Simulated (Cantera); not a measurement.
Input (Python, Cantera):

```python
import numpy as np
import cantera as ct

gas = ct.Solution("gri30.yaml")
gas.TPX = 1050, 101325, {'CH4': 1, 'C2H6': 0.17, 'O2': 2.16, 'N2': 8.13, 'H2O': 3}
reactor = ct.IdealGasConstPressureReactor(gas, energy="on", clone=False)
net = ct.ReactorNet([reactor])
net.rtol, net.atol = 1e-08, 1e-16
show = ['CH4', 'C2H6', 'O2', 'H2', 'HO2']
times = np.geomspace(1e-06, 6, 15)

steps = ct.SolutionArray(gas, extra=["t"])
rows = []
print(f"{'t/s':>10s}{'T/K':>9s}{'P/Pa':>11s}" + "".join(f"{s:>11s}" for s in show))
for t in times:
    while net.time < t:
        t_next = net.step()
        steps.append(gas.state, t=t_next)
    rows.append([np.interp(t, steps.t, y) for y in (steps.T, steps.P, *steps(*show).X.T)])
    print(f"{t:10.3e}{rows[-1][0]:9.1f}{rows[-1][1]:11.4g}" + "".join(f"{x:11.3e}" for x in rows[-1][2:]))
rate = np.gradient(steps.T, steps.t)
print("integrator steps:", len(steps.t))
if steps.T.max() > steps.T[0] + 200:
    print(f"time of steepest temperature rise: {steps.t[rate.argmax()]:.4e} s")
gas.TPX = 1050, 101325, {'CH4': 1, 'C2H6': 0.17, 'O2': 2.16, 'N2': 8.13, 'H2O': 3}
gas.equilibrate("HP")
print(f"equilibrium (HP): T = {gas.T:.1f} K  " + "  ".join(f"{s} {gas[s].X[0]:.3e}" for s in show))
```

Output:

```
       t/s      T/K       P/Pa        CH4       C2H6         O2         H2        HO2
 1.000e-06   1050.0  1.013e+05  6.916e-02  1.176e-02  1.494e-01  3.253e-14  1.883e-11
 3.049e-06   1050.0  1.013e+05  6.916e-02  1.176e-02  1.494e-01  2.024e-13  5.781e-11
 9.296e-06   1050.0  1.013e+05  6.916e-02  1.176e-02  1.494e-01  1.100e-12  1.820e-10
 2.834e-05   1050.0  1.013e+05  6.916e-02  1.176e-02  1.494e-01  7.602e-12  6.261e-10
 8.642e-05   1050.0  1.013e+05  6.916e-02  1.176e-02  1.494e-01  6.371e-11  2.600e-09
 2.635e-04   1050.0  1.013e+05  6.916e-02  1.176e-02  1.494e-01  5.516e-10  1.378e-08
 8.034e-04   1050.0  1.013e+05  6.916e-02  1.176e-02  1.494e-01  4.661e-09  8.223e-08
 2.449e-03   1050.0  1.013e+05  6.916e-02  1.176e-02  1.494e-01  4.164e-08  4.314e-07
 7.468e-03   1050.0  1.013e+05  6.916e-02  1.175e-02  1.494e-01  6.240e-07  2.157e-06
 2.277e-02   1051.2  1.013e+05  6.895e-02  1.156e-02  1.491e-01  8.207e-05  2.062e-05
 6.943e-02   2322.6  1.013e+05  1.710e-14  2.695e-28  6.773e-04  3.021e-02  2.159e-07
 2.117e-01   2320.1  1.013e+05  1.780e-14  2.886e-28  6.486e-04  3.043e-02  2.074e-07
 6.454e-01   2319.9  1.013e+05  1.784e-14  2.898e-28  6.468e-04  3.044e-02  2.069e-07
 1.968e+00   2319.9  1.013e+05  1.784e-14  2.898e-28  6.468e-04  3.044e-02  2.069e-07
 6.000e+00   2319.9  1.013e+05  1.784e-14  2.898e-28  6.468e-04  3.044e-02  2.069e-07
integrator steps: 2457
time of steepest temperature rise: 3.9258e-02 s
equilibrium (HP): T = 2319.9 K  CH4 2.110e-14  C2H6 3.794e-28  O2 6.468e-04  H2 3.044e-02  HO2 2.069e-07
```

Computed with Cantera and GRI-Mech 3.0 (53 species, 325 reactions).
